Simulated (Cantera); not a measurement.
Thermodynamics of hydrogen reduction and annealing atmospheres, feed SiO2 + H2 + N2

Charge: 1 mol SiO2, 24 mol H2, 80 mol N2, at 1750 K and 8.30 bar.

Equilibrium computed with Cantera from the NASA thermochemical tables; the gas is ideal and each condensed phase is pure. Candidate condensed phases: H2O, Si, SiO2, Si2N2O, Si3N4; 35 gas species. Mutual solubility and eutectic melting of coexisting phases are not modelled. The tables hold silica as quartz up to 1696 K and as liquid above; real silica turns to tridymite and cristobalite and melts near 1996 K. Rates play no part.

x(N2): 0.769
x(H2): 0.230
x(H2O): 0.000510
x(SiO): 4.37e-5
x(H): 3.87e-5
x(NH3): 2.61e-5
n(SiO2(condensed)): 0.963 mol
n(Si2N2O(s)): 0.0162 mol
gas amount: 104.0 mol
log10 activity of Si(l) (absent): -3.62
